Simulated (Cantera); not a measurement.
Input: 1 mol B₂O₃, 4.2 mol H₂O, 1.3 mol N₂, held at 13.3 mbar.

Equilibrium computed with Cantera from the NASA thermochemical tables; the gas is ideal and each condensed phase is pure. Candidate condensed phases: B, BN, B₂O₃, B₃O₃H₃, H₂O; 39 gas species. Gases not in the tables: H₃BO₃. Rates play no part. All values below are at 1650 K.

Base state: H₂O 0.499, HBO₂ 0.289, N₂ 0.200, B₂O₃ 0.00899, H₂ 0.00187, O₂ 0.000733, OH 0.000410, BO₂ 0.000290 (mole fractions); condensed: gas only.

Task: What changes in the equilibrium state with this change: pressure from 13.3 mbar to 2.80 mbar?

Result: 
```json
[
 {"species": "H₂O", "before": "0.499", "after": "0.497"},
 {"species": "HBO₂", "before": "0.289", "after": "0.289"},
 {"species": "N₂", "before": "0.200", "after": "0.200"},
 {"species": "H₂", "before": "0.00187", "after": "0.00313"},
 {"species": "O₂", "before": "0.000733", "after": "0.00124"},
 {"species": "(HBO₂)₃", "before": "2.68e-5", "after": "1.18e-6"},
 {"species": "O", "before": "6.07e-6", "after": "1.72e-5"},
 {"species": "H", "before": "3.41e-5", "after": "9.60e-5"},
 {"species": "BO₂", "before": "0.000290", "after": "0.000489"}
]
```
